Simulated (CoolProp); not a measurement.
Saturation properties of C3F8 (R218) (Tc = 345.0 K, pc = 2.640 MPa, ω = 0.317).

Computed with CoolProp (reference Helmholtz-energy equation of state, Lemmon 2006). It is a short technical equation, of lower accuracy than the large ones.

| T (K) | p (MPa) | liquid density (kg/m³) | liquid cp (kJ/(kg K)) | vapour Z | surface tension (mN/m) | liquid viscosity (µPa s) |
|---|---|---|---|---|---|---|
| 176.3 | 0.002123 | 1830 | 0.8594 | 0.9963 | 18.0 | 1500 |
| 192.2 | 0.007843 | 1774 | 0.8870 | 0.9907 | 16.0 | 1010 |
| 208.1 | 0.02289 | 1717 | 0.9165 | 0.9805 | 13.9 | 724 |
| 224 | 0.05584 | (withheld) | 0.9483 | 0.9643 | 12.0 | 538 |
| 239.9 | 0.1186 | 1598 | 0.9831 | 0.9408 | 10.1 | 411 |
| 255.8 | 0.2260 | 1532 | 1.022 | (withheld) | 8.26 | 319 |
| 271.7 | 0.3953 | 1461 | 1.068 | 0.8663 | 6.49 | (withheld) |
| 287.6 | 0.6459 | 1382 | 1.125 | 0.8119 | 4.81 | 197 |
| 303.5 | 0.9994 | 1291 | 1.207 | 0.7418 | 3.24 | (withheld) |
| 319.4 | 1.482 | 1177 | 1.358 | 0.6483 | 1.79 | 116 |

Task: Fill in the missing entries.

Result: 
- 224, liquid density (kg/m³): 1659
- 255.8, vapour Z: 0.9085
- 271.7, liquid viscosity (µPa s): 250
- 303.5, liquid viscosity (µPa s): 153

It boils at 236.4 K under 1 atm.

Viscosity comes from a separate model (Huber 2003), an estimate that may be off by 10 % or more. Surface tension comes from a separate correlation (Mulero 2012).
